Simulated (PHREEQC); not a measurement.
Make-up at 60 °C: 0.048 mol/kgw NH4Cl, 0.37 mol/kgw Na2HPO4 and 0.65 mol/kgw KCl. Closed to the air; pH follows from the charge balance.

All values are PHREEQC results (ion-association model, phreeqc.dat), not measurements.

Task: The ionic strength comes out as 1.61 mol/kgw. What activity coefficients do KHPO4-, Na+, Cl-, OH-, NaHPO4- get?

Result: KHPO4- 0.62, Na+ 0.76, Cl- 0.57, OH- 0.53, NaHPO4- 0.62.

Precipitation was switched off in this run. Ionic strength above about 0.7 mol/kgw puts this run outside the model's range. Complexes and solids missing from the database can't appear. Constants without temperature data keep their 25 °C values here.
